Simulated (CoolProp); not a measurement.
Vapour-liquid equilibrium of R134a (1) + R124 (2) at 0.221 MPa; x and y are mole fractions of (1).

The numbers come from the multi-fluid Helmholtz-energy mixture model, Tillner-Roth 1994 and de Vries 1995; pair parameters Bell 2016 in CoolProp.

| x | bubble temperature (K) | y at the bubble point | dew temperature at overall composition x (K) | liquid density (mol/L) |
|---|---|---|---|---|
| 0.05 | 280.1 | 0.092 | 280.7 | (withheld) |
| 0.2 | 276.5 | 0.319 | (withheld) | 10.80 |
| 0.35 | 273.5 | 0.494 | 276.0 | 11.16 |
| 0.5 | 271.2 | 0.635 | 273.4 | 11.53 |
| 0.65 | 269.2 | 0.754 | 270.9 | 11.92 |
| 0.8 | 267.5 | (withheld) | 268.4 | 12.33 |
| 0.95 | (withheld) | 0.965 | (withheld) | 12.78 |

Q: Some entries are withheld; supply them.

A: 
- 0.05, liquid density (mol/L): 10.45
- 0.2, dew temperature at overall composition x (K): 278.4
- 0.8, y at the bubble point: 0.862
- 0.95, bubble temperature (K): 266.1
- 0.95, dew temperature at overall composition x (K): 266.3

No azeotrope shows between x = 0.05 and 0.95.

Pair parameters are fitted to limited data, so mixtures are less certain than the pure fluids.
